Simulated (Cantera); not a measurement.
Input (Python, Cantera) and output of one run.

```python
import numpy as np
import cantera as ct

gas_names = """
    F F2 H HF H2 H2F2 H3F3 H4F4 H5F5 H6F6 H7F7 N NF NF2 NF3 NH NH2 NH3 N2 N2H2 N2H4 Pb PbF PbF2 PbF4 Pb2
""".split()
cond_names = """
    Pb(cr) Pb(L) PbF2(a) PbF2(b) PbF2(L)
""".split()


# ... load() reads the species with a 1 bar reference pressure and builds the phases ...
atoms = {
    'PbF2': {'Pb': 1, 'F': 2},
    'HF': {'H': 1, 'F': 1},
    'N2': {'N': 2},
}
top_T = {}  # K; cautious upper limits of use, not melting points


# ... equilibrate(T, P, feed) seeds the gas with the atoms and calls Mixture.equilibrate('TP', solver="vcs", rtol=1e-11, max_steps=5000) ...
results = []
feed = {'PbF2': 1, 'HF': 0.027, 'N2': 0.1}  # mol
T = 1348.15  # K
P = 13332.2  # Pa
mix = equilibrate(T, P, feed)
results.append((T, P, feed, dict(zip(mix.species_names, mix.species_moles))))
print(gas.report(threshold=0.001))
for i in range(1, mix.n_phases):
    print(f"{mix.phase(i).name:16s} {mix.phase_moles(i):12.5e} mol")
```

Result:

```
       temperature   1348.2 K
          pressure   13332 Pa
           density   0.15675 kg/m^3
  mean mol. weight   131.79 kg/kmol
   phase of matter   gas

                          1 kg             1 kmol
                     ---------------   ---------------
          enthalpy       -2.0768e+06        -2.737e+08  J
   internal energy       -2.1619e+06       -2.8491e+08  J
           entropy              2583        3.4041e+05  J/K
    Gibbs function       -5.5591e+06       -7.3262e+08  J
 heat capacity c_p            392.55             51734  J/K
 heat capacity c_v            329.46             43419  J/K

                      mass frac. Y      mole frac. X     chem. pot. / RT
                     ---------------   ---------------   ---------------
                HF           0.01746           0.11502            -51.97
                N2          0.090558           0.42602           -28.558
                Pb           0.05643          0.035892           -10.846
               PbF          0.026707           0.01556           -46.579
              PbF2           0.43122           0.23177           -82.313
              PbF4           0.37761           0.17573           -153.78
     [  +20 minor]        1.6109e-05        1.0369e-05

Pb(L)             3.09936e-02 mol
PbF2(L)           8.61274e-01 mol
```

These are equilibrium values from Cantera (NASA tables, ideal gas, pure condensed phases), not measurements of a reactor. Each liquid is taken as pure. Mutual solubility and eutectic melting of coexisting phases are not modelled.
